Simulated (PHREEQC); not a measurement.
Acid rinse or clean: an equilibrium model

Make-up at 25 °C: 18 mmol/kgw HNO3, 35 mmol/kgw AlCl3 and 0.34 mmol/kgw MnSO4. It is in equilibrium with CO2 at log p = 0 (atm). Otherwise closed; pH follows from the charge balance.

The numbers come from PHREEQC with the ion-association model, phreeqc.dat.

Precipitation was switched off in this run.

Problem. What pH, density does the model give?

Solution. pH 1.85; density 1.002 g/cm³.

Problem. In which forms is Mn present?

Solution. Mn+2 88 %, MnCl+ 11 % of the Mn.
